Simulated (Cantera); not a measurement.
## Thermodynamics of metals in furnace atmospheres, feed Cu + CO + N2

Input: 1 mol Cu, 6.9 mol CO, 8.8 mol N2, equilibrated at 725 K and 0.470 bar.

Cantera equilibrium calculation (NASA polynomials, part measured and part estimated; ideal gas, pure solids and liquids). Candidate condensed phases: C, Cu, CuO, Cu2O; 27 gas species. Equilibrium is a limit: real reactors are often held back by kinetics, nucleation or transport.

- x(N2) = 0.711
- x(CO2) = 0.269
- x(CO) = 0.0199
- n(C(graphite)) = 3.33 mol
- n(Cu(s)) = 1.00 mol
- gas amount = 12.37 mol
